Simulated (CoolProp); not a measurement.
Saturation properties of methane.

Values from CoolProp's reference Helmholtz-energy equation of state, Setzmann 1991.

| T (K) | p (MPa) | liquid density (kg/m³) | liquid cp (kJ/(kg K)) | vapour Z | liquid conductivity (mW/(m K)) |
|---|---|---|---|---|---|
| 110.3 | 0.09040 | 424.3 | 3.471 | 0.9667 | 186 |
| 113.9 | 0.1213 | 419.1 | 3.498 | 0.9590 | 181 |
| 117.5 | 0.1597 | 413.7 | 3.527 | 0.9503 | 176 |
| 121.1 | 0.2068 | 408.2 | 3.560 | 0.9405 | 170 |
| 124.7 | 0.2636 | 402.6 | 3.596 | 0.9297 | 165 |
| 128.3 | 0.3312 | 396.8 | 3.637 | 0.9177 | 160 |
| 131.9 | 0.4110 | 390.9 | 3.683 | 0.9045 | 155 |
| 135.6 | 0.5069 | 384.6 | 3.737 | 0.8897 | 150 |
| 139.2 | 0.6150 | 378.3 | 3.798 | 0.8741 | 145 |
| 142.8 | 0.7391 | 371.8 | 3.868 | 0.8572 | 140 |
| 146.4 | 0.8803 | 365.0 | 3.951 | 0.8390 | 134 |
| 150 | 1.040 | 357.9 | 4.047 | 0.8193 | 129 |
| 153.6 | 1.220 | 350.5 | 4.163 | 0.7982 | 124 |

It boils at 111.7 K under 1 atm.

Thermal conductivity comes from a separate model (Friend 1989).
